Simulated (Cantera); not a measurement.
Feed: 1 mol Ta, 3.1 mol CO2, equilibrated at 1852 °C and 42.0 Pa.

Equilibrium computed with Cantera from the NASA thermochemical tables; the gas is ideal and each condensed phase is pure. Candidate condensed phases: C, Ta, TaC, Ta2O5; 15 gas species. Rates play no part.

Q: What is the equilibrium state?

A: 
| Property | Result |
|---|---|
| x(CO) | 0.808 |
| x(CO2) | 0.187 |
| x(O) | 0.00321 |
| x(O2) | 0.00158 |
| x(TaO2) | 0.000883 |
| n(Ta2O5(l)) | 0.499 mol |
| gas amount | 3.118 mol |
| log10 activity of Ta(s) (absent) | -6.50 |
| log10 activity of C(graphite) (absent) | -7.67 |
| log10 activity of TaC(s) (absent) | -10.72 |
